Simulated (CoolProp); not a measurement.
Values from CoolProp's reference Helmholtz-energy equation of state, Lemmon 2006. It is a short technical equation, of lower accuracy than the large ones.

Problem. For acetone, give the phase and the density (kg/m³) at 328.7 K and 29300 kPa; 328.7 K and 32300 kPa; 328.7 K and 41100 kPa.

Solution. 
- 328.7 K and 29300 kPa: liquid; density 781
- 328.7 K and 32300 kPa: liquid; density 784
- 328.7 K and 41100 kPa: liquid; density 791
